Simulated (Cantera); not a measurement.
A closed system holds: 1 mol AlN, 7.6 mol Cl₂, at 550 °C.

Cantera equilibrium calculation (NASA polynomials, part measured and part estimated; ideal gas, pure solids and liquids). Candidate condensed phases: Al, AlCl₃, AlN; 11 gas species. Rates play no part.

x: gas mole fraction; nothing condenses.

| P (Pa) | x Cl₂ | x AlCl₃ | x N₂ | x Al₂Cl₆ | x Cl |
|---|---|---|---|---|---|
| 1 | 0.799 | 0.131 | 0.0656 | 3.50e-7 | 0.00444 |
| 4.20 | 0.801 | 0.131 | 0.0657 | 1.47e-6 | 0.00217 |
| 18 | 0.802 | 0.131 | 0.0658 | 6.33e-6 | 0.00105 |
| 75 | 0.802 | 0.131 | 0.0658 | 2.64e-5 | 0.000514 |
| 320 | 0.802 | 0.131 | 0.0658 | 0.000112 | 0.000249 |
| 1300 | 0.803 | 0.131 | 0.0658 | 0.000452 | 0.000124 |
| 5600 | 0.804 | 0.128 | 0.0659 | … | … |
| 24000 | 0.808 | 0.119 | 0.0662 | … | … |
| 100000 | 0.818 | 0.0963 | 0.0670 | 0.0189 | 1.42e-5 |

Q: Some entries are withheld; supply them.

A: 
- 5600, x Al₂Cl₆: 0.00187
- 5600, x Cl: 5.96e-5
- 24000, x Al₂Cl₆: 0.00688
- 24000, x Cl: 2.88e-5
